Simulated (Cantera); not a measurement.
A closed system holds: 1 mol CH3SiCl3, 0.014 mol C2H2, 1400 mol H2, at 1902 °C and 0.100 bar.

Equilibrium computed with Cantera from the NASA thermochemical tables; the gas is ideal and each condensed phase is pure. Candidate condensed phases: C, C6H6, C7H8, C8H18, Si, SiC; 109 gas species. The feed counts by its element totals alone. Gases not in the tables: Si2H6 and higher silanes. Equilibrium is a limit: real reactors are often held back by kinetics, nucleation or transport.

Base state: H2 0.982, H 0.0153, HCl 0.00209, Si 0.000526, C2H2 (acetylene) 0.000339, SiH 7.65e-5, SiH2 4.74e-5, Cl 2.37e-5 (mole fractions); condensed: gas only.

What changes in the equilibrium state with this change: CH3SiCl3 replaced by SiH4?


| species | before | after |
|---|---|---|
| H2 | 0.982 | 0.984 |
| H | 0.0153 | 0.0153 |
| Si | 0.000526 | 0.000564 |
| HCl | 0.00209 | 0 |
| C2H2 (acetylene) | 0.000339 | 7.05e-6 |
| Cl | 2.37e-5 | 0 |
| CH4 | 1.05e-5 | 1.52e-6 |
| Si2C | 2.04e-5 | 3.38e-6 |
| SiH2 | 4.74e-5 | 5.09e-5 |
| SiH | 7.65e-5 | 8.22e-5 |
